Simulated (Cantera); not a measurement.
**Thermodynamics of sublimation and decomposition of ceramics, feed SiC + C + H2**

Charge: 1 mol SiC, 0.44 mol C, 0.062 mol H2, at 75.0 Torr.

Equilibrium computed with Cantera from the NASA thermochemical tables; the gas is ideal and each condensed phase is pure. Candidate condensed phases: C, C6H6, C7H8, C8H18, Si, SiC; 87 gas species. Gases not in the tables: Si2H6 and higher silanes. The numbers say what is thermodynamically allowed, not how fast it happens.

From 2023 K to 2673 K the condensed part is C(graphite) + SiC(s). The main Si-bearing gas is Si throughout.

```csv
T (K),x H2,x H,x Si,x SiC2,x C2H2 (acetylene),x Si2C,n C(graphite),n SiC(s)
2023,0.993,0.00598,3.39e-5,1.56e-6,0.000887,1.02e-6,0.440,1.000
2073,0.990,0.00828,7.09e-5,4.07e-6,0.00121,2.61e-6,0.440,1.000
2123,0.987,0.0113,0.000143,1.01e-5,0.00163,6.38e-6,0.440,1.000
2173,0.982,0.0151,0.000279,2.42e-5,0.00217,1.49e-5,0.440,1.000
2223,0.976,0.0200,0.000529,5.54e-5,0.00283,3.35e-5,0.440,1.000
2273,0.969,0.0261,0.000973,0.000122,0.00365,7.27e-5,0.440,1.000
2323,0.959,0.0337,0.00174,0.000260,0.00464,0.000152,0.440,1.000
2373,0.947,0.0430,0.00305,0.000537,0.00582,0.000308,0.439,1.000
2423,0.931,0.0541,0.00521,0.00107,0.00720,0.000606,0.439,0.999
2473,0.911,0.0673,0.00870,0.00209,0.00878,0.00116,0.439,0.999
2523,0.885,0.0827,0.0142,0.00394,0.0105,0.00216,0.440,0.998
2573,0.851,0.100,0.0228,0.00726,0.0124,0.00392,0.440,0.997
2623,0.807,0.120,0.0360,0.0131,0.0143,0.00695,0.440,0.995
2673,0.748,0.140,0.0557,0.0230,0.0160,0.0120,0.441,0.992
```
x: gas mole fraction; n: condensed amount in mol.
